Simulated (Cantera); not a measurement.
A closed system holds: 1 mol C3H6, 0.057 mol CO2, 1.5 mol H2, held at 0.0140 bar.

These are equilibrium values from Cantera (NASA tables, ideal gas, pure condensed phases), not measurements of a reactor. Candidate condensed phases: C, C6H6, C7H8, C8H18, H2O; 110 gas species. Rates play no part.

**Question.** At 1823 K, list the 4 most abundant gas species with their mole fractions, and the condensed phases.

**Answer.** H2 0.972, CO 0.0247, H 0.00361, C2H2 (acetylene) 0.000205. Condensed: C(graphite).
